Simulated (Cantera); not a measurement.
A closed system holds: 1 mol TiN, 4.2 mol Cl2, 2.1 mol H2, equilibrated at 1900 Pa.

Equilibrium computed with Cantera from the NASA thermochemical tables; the gas is ideal and each condensed phase is pure. Candidate condensed phases: NH4Cl, Ti, TiCl2, TiCl3, TiCl4, TiN; 17 gas species. Equilibrium is a limit: real reactors are often held back by kinetics, nucleation or transport. All values below are at 950 °C.

Base state: HCl 0.722, TiCl4 0.172, N2 0.0860, Cl2 0.0146, Cl 0.00524, TiCl3 1.47e-5 (mole fractions); condensed: gas only.

Problem. What changes in the equilibrium state with this change: pressure from 1900 Pa to 150 Pa?

Solution. 
```tsv
species	before	after
HCl	0.722	0.719
TiCl4	0.172	0.171
N2	0.0860	0.0856
Cl	0.00524	0.0151
Cl2	0.0146	0.00958
TiCl3	1.47e-5	6.40e-5
```
